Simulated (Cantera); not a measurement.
Input: 1 mol Cu₂O, 4 mol C, 0.21 mol N₂, held at 280 Pa.

Cantera equilibrium calculation (NASA polynomials, part measured and part estimated; ideal gas, pure solids and liquids). Candidate condensed phases: C, Cu, CuO, Cu₂O; 27 gas species. Rates play no part. All values below are at 1575 K.

Base state: CO 0.818, N₂ 0.172, Cu 0.00976 (mole fractions); condensed: C(graphite) + Cu(l).

What changes in the equilibrium state with this change: pressure from 280 Pa to 101000 Pa?


```tsv
species	before	after
CO	0.818	0.826
N₂	0.172	0.174
CO₂	6.63e-7	0.000245
Cu	0.00976	2.70e-5
C(graphite), mol	3.00	3.00
Cu(l), mol	1.99	2.00
```
